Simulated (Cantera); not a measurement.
## Equilibrium for silicon oxide and oxynitride deposition: Si₂H₆ + NO + H₂

A closed system holds: 1 mol Si₂H₆, 0.21 mol NO, 1.7 mol H₂, equilibrated at 1423 K and 1.00 bar.

Method: chemical equilibrium by Gibbs-energy minimisation in Cantera with the NASA 1993 tables (ideal gas, pure condensed phases). Candidate condensed phases: H₂O, Si, SiO₂, Si₂N₂O, Si₃N₄; 35 gas species. The feed counts by its element totals alone. Mutual solubility and eutectic melting of coexisting phases are not modelled. The tables hold silica as quartz up to 1696 K and as liquid above; real silica turns to tridymite and cristobalite and melts near 1996 K. Equilibrium is a limit: real reactors are often held back by kinetics, nucleation or transport.

```yaml
x(H₂): 1.000
x(SiO): 0.000118
x(H): 6.64e-6
x(H₂O): 1.38e-6
n(Si(s)): 1.74 mol
n(SiO₂(β-quartz)): 0.0522 mol
n(Si₂N₂O(s)): 0.105 mol
gas_amount: 4.701 mol
```
